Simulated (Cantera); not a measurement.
A jet of 2.52 % H2, 10.9 % O2, 86.6 % N2, equivalence ratio 0.12 at 300 K and 36.8 Torr hits a platinum plate 4.1 cm away at a mass flux of 0.039 kg/m²/s; the plate temperature is set and raised in steps from an oxygen-covered start.

Computed with Cantera and Deutschmann's 1995 Pt surface mechanism with GRI-Mech 3.0 gas chemistry. Catalytic surfaces can have several steady states; this one follows from the mechanism file's or the stated starting coverage.

One state of this run: wall x H2 = 0.00315; wall x O2 = 0.0852; wall x H2O = 0.0422; wall x OH = <1e-8; θ free Pt = 0.0745; θ O* = 0.923; θ OH* = 0.00237. x: mole fraction at the wall; θ: surface coverage.

### Question
Which value of plate T (K) does it belong to?
(A) 700
(B) 500
(C) 600
(D) 550

### Answer
A, 700
